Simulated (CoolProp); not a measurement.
A single-stage vapour-compression cycle with neopentane: evaporating at 315.15 K (dew point), condensing at 353.15 K (bubble point), superheat 8 K, subcooling 8 K, compressor efficiency 0.6, no pressure losses. Each further row changes one setting.

Computed with CoolProp (reference Helmholtz-energy equation of state, Lemmon 2006). It is a short technical equation, of lower accuracy than the large ones.

| case | cooling COP | pressure ratio | discharge temperature (K) | refrigerating effect (kJ/kg) | volumetric capacity (kJ/m³) |
|---|---|---|---|---|---|
| as stated | ___ | 2.58 | 357.9 | 228 | 1910 |
| evaporating temperature 320.15 K | 5.19 | ___ | 358.1 | 236 | 2260 |
| condensing temperature 348.15 K | ___ | 2.31 | 353.7 | 241 | 2020 |
| subcooling 13 K | ___ | 2.58 | 357.9 | 241 | 2020 |
| superheat 18 K | ___ | 2.58 | ___ | ___ | ___ |
| compressor efficiency 0.5 | 3.59 | 2.58 | 362.7 | 228 | 1910 |

Task: Fill in the missing entries.

Result: 
- as stated, cooling COP: 4.31
- evaporating temperature 320.15 K, pressure ratio: 2.25
- condensing temperature 348.15 K, cooling COP: 5.14
- subcooling 13 K, cooling COP: 4.55
- superheat 18 K, cooling COP: 4.45
- superheat 18 K, discharge temperature (K): 367.8
- superheat 18 K, refrigerating effect (kJ/kg): 247
- superheat 18 K, volumetric capacity (kJ/m³): 1990
